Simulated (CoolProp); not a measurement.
500 sccm (0 °C, 1 atm) of nitrogen bubbles through liquid toluene at 300.3 K and leaves saturated at a total pressure of 0.11 MPa (ideal gas phase). Each further row changes one setting.

Values from CoolProp's reference Helmholtz-energy equation of state, Lemmon 2006. It is a short technical equation, of lower accuracy than the large ones.

```csv
case,vapour pressure (kPa),mole fraction of vapour,delivery (mg/min),delivery (sccm),change of delivery for a bath 1 K warmer (%)
as stated,4.24,0.0386,82.4,20.1,5.4
bath temperature 305.3 K,5.44,0.0495,107,(withheld),5.3
total pressure 0.22 MPa,4.24,(withheld),(withheld),(withheld),5.3
```

Question: What belongs in the gaps?

Answer: 
- bath temperature 305.3 K, delivery (sccm): 26.0
- total pressure 0.22 MPa, mole fraction of vapour: 0.0193
- total pressure 0.22 MPa, delivery (mg/min): 40.4
- total pressure 0.22 MPa, delivery (sccm): 9.83
